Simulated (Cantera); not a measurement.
A closed system holds: 1 mol CsOH, 0.41 mol H2, 0.53 mol H2O, at 1348 K.

Equilibrium computed with Cantera from the NASA thermochemical tables; the gas is ideal and each condensed phase is pure. Candidate condensed phases: Cs, CsOH, H2O; 15 gas species. Equilibrium is a limit: real reactors are often held back by kinetics, nucleation or transport.

Q: Which condensed phases are stable at each of these points (P (Pa)): 10, 36, 130, 460, 1700, 6000, 22000, 77000, 280000, 1000000?

A: 
```tsv
P (Pa)	condensed phases	Cs condensed (%)
10	gas only	0.0
36	gas only	0.0
130	gas only	0.0
460	gas only	0.0
1700	gas only	0.0
6000	gas only	0.0
22000	gas only	0.0
77000	gas only	0.0
280000	gas only	0.0
1000000	CsOH(l)	71.2
```

From 10.0 Pa to 280000 Pa nothing is condensed. At 1000000 Pa the condensed part is CsOH(l).
